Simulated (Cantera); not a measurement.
Charge: 1 mol SiHCl3, 0.25 mol NH3, 78 mol N2, at 1375 °C and 14.0 mbar.

Equilibrium computed with Cantera from the NASA thermochemical tables; the gas is ideal and each condensed phase is pure. Candidate condensed phases: NH4Cl, Si, Si3N4; 28 gas species. The tables' values for SiCl3 are old estimates; treat these amounts as uncertain. Equilibrium is a limit: real reactors are often held back by kinetics, nucleation or transport.

Base state: N2 0.971, SiCl2 0.0121, HCl 0.0120, H2 0.00482, SiCl3 0.000262, Cl 0.000102, H 5.23e-5, SiCl4 1.24e-5 (mole fractions); condensed: gas only.

What changes in the equilibrium state with this change: pressure from 14.0 mbar to 0.133 bar?


| species | before | after |
|---|---|---|
| N2 | 0.971 | 0.971 |
| HCl | 0.0120 | 0.0158 |
| SiCl2 | 0.0121 | 0.00881 |
| H2 | 0.00482 | 0.00299 |
| SiCl4 | 1.24e-5 | 0.000238 |
| H | 5.23e-5 | 1.33e-5 |
| SiCl3 | 0.000262 | 0.000974 |
| Cl | 0.000102 | 5.51e-5 |
| Si3N4(s), mol | 0 | 0.0648 |

What changes in the equilibrium state with this change: temperature from 1375 °C to 427 °C?


| species | before | after |
|---|---|---|
| N2 | 0.971 | 0.975 |
| HCl | 0.0120 | 0.0167 |
| SiCl4 | 1.24e-5 | 0.00523 |
| SiCl2 | 0.0121 | <1e-9 |
| SiCl3 | 0.000262 | 1.90e-9 |
| Cl | 0.000102 | <1e-9 |
| H | 5.23e-5 | <1e-9 |
| Si3N4(s), mol | 0 | 0.194 |
